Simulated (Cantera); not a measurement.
What does this Cantera script print?

```python
import numpy as np
import cantera as ct

gas = ct.Solution("gri30.yaml")


def delay(T, t_max=10):
    gas.TPX = T, 1000000, {'CH4': 1, 'O2': 1.33, 'N2': 5.01, 'H2O': 0.19}
    reactor = ct.IdealGasConstPressureReactor(gas, clone=False)
    net = ct.ReactorNet([reactor])
    net.rtol, net.atol = 1e-8, 1e-16
    while net.time < t_max:
        t_old, T_old = net.time, reactor.T
        net.step()
        if reactor.T > T + 400:  # ignition: a rise of 400 K
            return t_old + (T + 400 - T_old) / (reactor.T - T_old) * (net.time - t_old)
    return np.nan


taus = []
for T in [1000, 1100, 1200, 1300, 1400, 1500, 1600]:
    taus.append(delay(T))
    print(f"T0 = {T:6g} K   tau = {taus[-1]:.4e} s")
```

It prints:

```
T0 =   1000 K   tau = 9.7012e-02 s
T0 =   1100 K   tau = 2.1290e-02 s
T0 =   1200 K   tau = 5.9031e-03 s
T0 =   1300 K   tau = 1.8656e-03 s
T0 =   1400 K   tau = 6.4530e-04 s
T0 =   1500 K   tau = 2.3869e-04 s
T0 =   1600 K   tau = 9.3680e-05 s
```

Computed with Cantera and GRI-Mech 3.0 (53 species, 325 reactions).
